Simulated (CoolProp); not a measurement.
Properties of hydrogen sulfide along the isobar 5850 kPa.

Values from CoolProp's reference Helmholtz-energy equation of state, Lemmon 2006. It is a short technical equation, of lower accuracy than the large ones.

```
T (K)   phase  Joule-Thomson coefficient (K/MPa)  isothermal compressibility (1/MPa)
-----  ------  ---------------------------------  ----------------------------------
320.4  liquid                             0.1957                            0.005779
368.9     gas                              11.27                              0.2681
417.4     gas                              8.257                              0.2101
465.9     gas                              6.373                              0.1929
514.4     gas                              5.070                              0.1846
563       gas                              4.118                              0.1798
611.5     gas                              3.397                              0.1768
660       gas                              2.836                              0.1748
```
